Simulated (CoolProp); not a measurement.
A simple Rankine cycle with water: condensing at 308.15 K, boiler at 13.2 MPa, turbine inlet 755.4 K, turbine efficiency 0.7, pump efficiency 0.7, no recuperator. Each further row changes one setting.

Computed with CoolProp (reference Helmholtz-energy equation of state, Wagner 2002).

```
case                             thermal efficiency (%)  net work (kJ/kg)  heat in (kJ/kg)  turbine exit temperature (K)  volume ratio over the turbine
-------------------------------  ----------------------  ----------------  ---------------  ----------------------------  -----------------------------
as stated                                          29.3               914             3120                         308.1                            989
turbine inlet 775.4 K                              29.5               937             3180                         308.1                            964
condensing temperature 300.15 K                    30.0               947             3150                         300.2                           1510
boiler pressure 9.24 MPa                           28.6               910             3180                         308.1                            683
turbine efficiency 0.6                             25.0               780             3120                         308.1                           1050
```

The expansion ends wet for: as stated; turbine inlet 775.4 K; condensing temperature 300.15 K; boiler pressure 9.24 MPa; turbine efficiency 0.6.
